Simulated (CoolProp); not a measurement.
Vapour-liquid equilibrium of methanol (1) + benzene (2) at 4.27 bar; x and y are mole fractions of (1).

Computed with CoolProp (multi-fluid Helmholtz-energy mixture model, de Reuck 1993 and Thol 2012; pair parameters Bell 2016).

```
x      bubble temperature, mixture model (K)  bubble temperature, Raoult's law (K)  y, mixture model  y, Raoult's law
-----  -------------------------------------  ------------------------------------  ----------------  ---------------
0.05                                   395.9                                 405.8             0.251            0.106
0.125                                  386.5                                 402.2             0.423            0.240
0.2                                    381.9                                 399.1             0.504            0.353
0.275                                  379.5                                 396.3             0.549            0.451
0.35                                   378.2                                 393.8             0.578            0.536
0.425                                  377.4                                 391.6             0.600            0.611
0.5                                    376.8                                 389.6             0.621            0.678
0.575                                  376.4                                 387.7             0.644            0.739
0.65                                   376.2                                 386.0             0.674            0.794
0.725                                  376.1                                 384.3             0.713            0.844
0.8                                    376.4                                 382.8             0.765            0.891
0.875                                  377.1                                 381.4             0.834            0.934
0.95                                   378.2                                 380.1             0.926            0.975
```

The largest gap from Raoult's law is -17.2 K in bubble temperature, at x = 0.2. y crosses x between x = 0.65 and 0.725: the model has an azeotrope there.

Pair parameters are fitted to limited data, so mixtures are less certain than the pure fluids.
